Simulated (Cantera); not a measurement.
An isothermal, constant-pressure homogeneous reactor starts with 34.0 % H2, 18.9 % O2, 47.2 % N2, equivalence ratio 0.90, at 1125 K and 0.987 atm.

Detailed kinetics in Cantera: GRI-Mech 3.0 (53 species, 325 reactions). The temperature is held fixed by assumption; the heat of reaction is taken as removed at once.

x: mole fraction; the columns are a selection and need not sum to one.

```csv
t (s),x H2,x O2,x H2O,x O,x H2O2,x N2O
0.000700,0.00527,0.0253,0.403,9.43e-6,7.91e-6,5.25e-8
0.00190,0.00407,0.0247,0.404,2.23e-6,7.99e-6,5.42e-8
0.00515,0.00281,0.0241,0.406,1.25e-6,5.42e-6,5.63e-8
0.0140,0.00142,0.0234,0.407,4.89e-7,2.46e-6,5.91e-8
0.0378,0.000501,0.0230,0.408,1.12e-7,5.78e-7,6.14e-8
0.103,0.000122,0.0228,0.409,1.66e-8,6.74e-8,6.24e-8
0.278,1.52e-5,0.0227,0.409,1.73e-9,4.03e-9,6.12e-8
0.755,3.60e-7,0.0227,0.409,2.14e-10,3.01e-10,5.66e-8
2.05,9.06e-9,0.0227,0.409,4.03e-10,4.24e-10,[?]
5.55,6.58e-9,0.0227,0.409,7.04e-10,7.26e-10,[?]
15.0,6.58e-9,0.0227,0.409,7.02e-10,7.24e-10,[?]
40.8,6.58e-9,0.0227,0.409,7.00e-10,7.22e-10,1.92e-9
111,6.58e-9,0.0227,0.409,7.00e-10,7.22e-10,1.87e-9
300,6.58e-9,0.0227,0.409,7.00e-10,7.22e-10,1.87e-9
```

Q: What belongs in the gaps?

A: 
- 2.05, x N2O: 4.54e-8
- 5.55, x N2O: 2.55e-8
- 15.0, x N2O: 6.40e-9
